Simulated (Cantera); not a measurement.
Feed: 1 mol Si₃H₈, 0.005 mol Cl₂, 4.6 mol H₂, at 12.8 Torr.

Equilibrium computed with Cantera from the NASA thermochemical tables; the gas is ideal and each condensed phase is pure. Candidate condensed phases: Si; 19 gas species. The feed counts by its element totals alone. Gases not in the tables: Si₂H₆ and higher silanes. The numbers say what is thermodynamically allowed, not how fast it happens.

x: gas mole fraction; n: condensed amount in mol.

```
T (K)   x H₂       x H    x HCl        x Si   x SiH₂  n Si(s)  n Si(l)
-----  -----  --------  -------  ----------  -------  -------  -------
1100   0.999   1.98e-7  0.00116  (withheld)  1.31e-9     3.00        0
1150   0.999   5.72e-7  0.00116  (withheld)  4.14e-9     3.00        0
1200   0.999   1.51e-6  0.00116  (withheld)  1.19e-8     3.00        0
1250   0.999   3.71e-6  0.00116  (withheld)  3.13e-8     3.00        0
1300   0.999   8.48e-6  0.00115  (withheld)  7.64e-8     3.00        0
1350   0.999   1.83e-5  0.00115  (withheld)  1.75e-7     3.00        0
1400   0.999   3.73e-5  0.00115  (withheld)  3.76e-7     3.00        0
1450   0.999   7.25e-5  0.00115  (withheld)  7.68e-7     3.00        0
1500   0.999  0.000135  0.00115  (withheld)  1.50e-6     3.00        0
1550   0.999  0.000241  0.00115  (withheld)  2.79e-6     3.00        0
1600   0.998  0.000417  0.00115  (withheld)  5.00e-6     3.00        0
1650   0.998  0.000696  0.00115  (withheld)  8.64e-6     3.00        0
1700   0.998   0.00113  0.00115  (withheld)  1.42e-5        0     3.00
1750   0.997   0.00178  0.00115  (withheld)  2.08e-5        0     3.00
```

**Question.** What belongs in the gaps?

**Answer.** 
- 1100, x Si: 1.39e-12
- 1150, x Si: 1.16e-11
- 1200, x Si: 8.16e-11
- 1250, x Si: 4.89e-10
- 1300, x Si: 2.55e-9
- 1350, x Si: 1.17e-8
- 1400, x Si: 4.84e-8
- 1450, x Si: 1.81e-7
- 1500, x Si: 6.19e-7
- 1550, x Si: 1.95e-6
- 1600, x Si: 5.74e-6
- 1650, x Si: 1.58e-5
- 1700, x Si: 3.99e-5
- 1750, x Si: 8.83e-5
